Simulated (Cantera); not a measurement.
An isothermal, constant-pressure homogeneous reactor starts with NO : N2 = 1 : 11 (molar parts), at 1750 K and 9.00 Torr. Integrator tolerance rtol = 1e-08.

Computed with Cantera and GRI-Mech 3.0 (53 species, 325 reactions). Radical loss at walls, strong at low pressure, is not modelled.

Q: What does this change do: pressure from 9.00 Torr to 525 Torr?

A: 
| quantity | before | after |
|---|---|---|
| x(NO) at 100 s | 0.0786 (gas-phase equilibrium 0.00170) | 0.0193 (gas-phase equilibrium 0.00170) |
| x(O) at 100 s | 4.19e-5 (gas-phase equilibrium 0.000139) | 1.62e-5 (gas-phase equilibrium 1.82e-5) |
| x(NO2) at 100 s | 2.70e-6 (gas-phase equilibrium 2.29e-7) | 1.76e-5 (gas-phase equilibrium 1.75e-6) |
| x(N2O) at 100 s | 2.27e-6 (gas-phase equilibrium 1.19e-8) | 2.26e-7 (gas-phase equilibrium 9.10e-8) |
| x(O2) at 100 s | 0.00234 (gas-phase equilibrium 0.0407) | 0.0320 (gas-phase equilibrium 0.0408) |
| x(N2) at 100 s | 0.919 (gas-phase equilibrium 0.957) | 0.949 (gas-phase equilibrium 0.957) |

Q: What does this change do: 0.016 parts H2O added?

A: 
```tsv
quantity	before	after
x(NO) at 100 s	0.0786 (gas-phase equilibrium 0.00170)	0.0779 (gas-phase equilibrium 0.00170)
x(O) at 100 s	4.19e-5 (gas-phase equilibrium 0.000139)	3.88e-5 (gas-phase equilibrium 0.000139)
x(NO2) at 100 s	2.70e-6 (gas-phase equilibrium 2.29e-7)	2.54e-6 (gas-phase equilibrium 2.28e-7)
x(N2O) at 100 s	2.27e-6 (gas-phase equilibrium 1.19e-8)	1.84e-6 (gas-phase equilibrium 1.19e-8)
x(O2) at 100 s	0.00234 (gas-phase equilibrium 0.0407)	0.00264 (gas-phase equilibrium 0.0407)
x(N2) at 100 s	0.919 (gas-phase equilibrium 0.957)	0.918 (gas-phase equilibrium 0.956)
```
